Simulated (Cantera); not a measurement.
A Cantera script and its output.

```python
import numpy as np
import cantera as ct

gas = ct.Solution("gri30.yaml")
gas.TPX = 2048, 17000, {'NO': 1, 'N2': 0.18}
reactor = ct.IdealGasConstPressureReactor(gas, energy="off", clone=False)
net = ct.ReactorNet([reactor])
net.rtol, net.atol = 1e-08, 1e-18
show = ['NO', 'O2', 'N2O', 'O', 'N2', 'NO2']
times = np.geomspace(7e-06, 40, 15)

steps = ct.SolutionArray(gas, extra=["t"])
rows = []
print(f"{'t/s':>10s}{'T/K':>9s}{'P/Pa':>11s}" + "".join(f"{s:>11s}" for s in show))
for t in times:
    while net.time < t:
        t_next = net.step()
        steps.append(gas.state, t=t_next)
    rows.append([np.interp(t, steps.t, y) for y in (steps.T, steps.P, *steps(*show).X.T)])
    print(f"{t:10.3e}{rows[-1][0]:9.1f}{rows[-1][1]:11.4g}" + "".join(f"{x:11.3e}" for x in rows[-1][2:]))
rate = np.gradient(steps.T, steps.t)
print("integrator steps:", len(steps.t))
if steps.T.max() > steps.T[0] + 200:
    print(f"time of steepest temperature rise: {steps.t[rate.argmax()]:.4e} s")
gas.TPX = 2048, 17000, {'NO': 1, 'N2': 0.18}
gas.equilibrate("TP")
print(f"equilibrium (TP): T = {gas.T:.1f} K  " + "  ".join(f"{s} {gas[s].X[0]:.3e}" for s in show))
```

Result:

```
       t/s      T/K       P/Pa         NO         O2        N2O          O         N2        NO2
 7.000e-06   2048.0    1.7e+04  8.475e-01  1.358e-09  1.393e-06  1.389e-06  1.525e-01  9.445e-09
 2.127e-05   2048.0    1.7e+04  8.474e-01  1.227e-08  4.214e-06  4.181e-06  1.525e-01  8.376e-08
 6.462e-05   2048.0    1.7e+04  8.474e-01  1.121e-07  1.264e-05  1.239e-05  1.525e-01  7.208e-07
 1.963e-04   2048.0    1.7e+04  8.474e-01  1.033e-06  3.700e-05  3.571e-05  1.525e-01  5.439e-06
 5.966e-04   2048.0    1.7e+04  8.472e-01  1.096e-05  1.004e-04  1.015e-04  1.526e-01  3.055e-05
 1.813e-03   2048.0    1.7e+04  8.465e-01  1.429e-04  2.186e-04  2.540e-04  1.528e-01  9.592e-05
 5.507e-03   2048.0    1.7e+04  8.445e-01  1.061e-03  3.030e-04  3.426e-04  1.537e-01  1.301e-04
 1.673e-02   2048.0    1.7e+04  8.381e-01  4.214e-03  3.040e-04  3.712e-04  1.569e-01  1.438e-04
 5.084e-02   2048.0    1.7e+04  8.185e-01  1.396e-02  2.841e-04  4.383e-04  1.667e-01  1.760e-04
 1.545e-01   2048.0    1.7e+04  7.580e-01  4.403e-02  2.326e-04  5.963e-04  1.969e-01  2.410e-04
 4.694e-01   2048.0    1.7e+04  5.863e-01  1.297e-01  1.281e-04  8.987e-04  2.827e-01  3.030e-04
 1.426e+00   2048.0    1.7e+04  2.584e-01  2.935e-01  2.268e-05  1.286e-03  4.467e-01  2.000e-04
 4.333e+00   2048.0    1.7e+04  4.390e-02  4.007e-01  7.847e-07  1.483e-03  5.539e-01  3.979e-05
 1.316e+01   2048.0    1.7e+04  1.183e-02  4.167e-01  2.156e-07  1.510e-03  5.699e-01  1.094e-05
 4.000e+01   2048.0    1.7e+04  1.049e-02  4.174e-01  2.063e-07  1.511e-03  5.706e-01  9.711e-06
integrator steps: 1089
equilibrium (TP): T = 2048.0 K  NO 1.049e-02  O2 4.174e-01  N2O 2.063e-07  O 1.511e-03  N2 5.706e-01  NO2 9.710e-06
```

Detailed kinetics in Cantera: GRI-Mech 3.0 (53 species, 325 reactions).
